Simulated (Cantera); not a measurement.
Input: 1 mol PbO, 3 mol H₂, 16 mol N₂, 0.26 mol O₂, equilibrated at 0.0100 bar.

Method: chemical equilibrium by Gibbs-energy minimisation in Cantera with the NASA 1993 tables (ideal gas, pure condensed phases). Candidate condensed phases: H₂O, Pb, PbO, PbO₂, Pb₃O₄; 27 gas species. Rates play no part.

x: gas mole fraction; n: condensed amount in mol.

```
T (K)   x N₂   x H₂O    x H₂      x Pb       x H     x PbO  n Pb(s)  n Pb(l)
-----  -----  ------  ------  --------  --------  --------  -------  -------
573    0.842  0.0800  0.0779  8.33e-11    <1e-12    <1e-12     1.00        0
723    0.842  0.0800  0.0779       [?]    <1e-12    <1e-12        0    1.000
873    0.842  0.0800  0.0779   6.36e-5  1.31e-10  2.15e-11        0    0.999
1023   0.840  0.0798  0.0777   0.00267   1.15e-8   1.06e-8        0    0.949
1173   0.807  0.0766  0.0746       [?]       [?]       [?]        0      [?]
1323   0.800  0.0760  0.0740    0.0500   4.31e-6   5.22e-6        0        0
1473   0.800  0.0760  0.0740    0.0500   3.44e-5   1.64e-5        0        0
1623   0.800  0.0759  0.0739    0.0500  0.000188   4.16e-5        0        0
```

**Question.** Fill in the missing entries.

**Answer.** 
- 723, x Pb: 3.10e-7
- 1173, x Pb: 0.0422
- 1173, x H: 3.22e-7
- 1173, x PbO: 1.05e-6
- 1173, n Pb(l): 0.163
